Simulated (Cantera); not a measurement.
A perfectly stirred reactor is fed with CH4 : H2 : O2 = 0.002 : 1 : 0.014 (molar parts), equivalence ratio 36, at 0.240 bar; it is held at 2898 K, and followed from long to short residence time.

Computed with Cantera and GRI-Mech 3.0 (53 species, 325 reactions).

Q: What does this change do: temperature 2898 to 1475 K?

A: 
```tsv
quantity	before	after
x(CH4) at τ = 0.360 s	6.32e-9	0.00174
x(H2) at τ = 0.360 s	0.770	0.970
x(O2) at τ = 0.360 s	3.14e-6	7.92e-5
x(CO2) at τ = 0.360 s	6.79e-6	6.90e-7
x(H2O2) at τ = 0.360 s	2.70e-10	1.36e-9
x(CH4) at τ = 4.60 ms	1.44e-6	0.00167
x(H2) at τ = 4.60 ms	0.817	0.967
x(O2) at τ = 4.60 ms	4.41e-6	0.000694
x(CO2) at τ = 4.60 ms	6.89e-6	4.17e-6
x(H2O2) at τ = 4.60 ms	2.47e-10	7.40e-9
```

Q: What does this change do: CH4 0.002 to 0.00026 parts?

A: 
```csv
quantity,before,after
x(CH4) at τ = 0.360 s,6.32e-9,7.85e-10
x(H2) at τ = 0.360 s,0.770,0.770
x(O2) at τ = 0.360 s,3.14e-6,3.61e-6
x(CO2) at τ = 0.360 s,6.79e-6,9.51e-7
x(H2O2) at τ = 0.360 s,2.70e-10,3.11e-10
x(CH4) at τ = 4.60 ms,1.44e-6,1.71e-7
x(H2) at τ = 4.60 ms,0.817,0.815
x(O2) at τ = 4.60 ms,4.41e-6,4.69e-6
x(CO2) at τ = 4.60 ms,6.89e-6,9.65e-7
x(H2O2) at τ = 4.60 ms,2.47e-10,2.81e-10
```
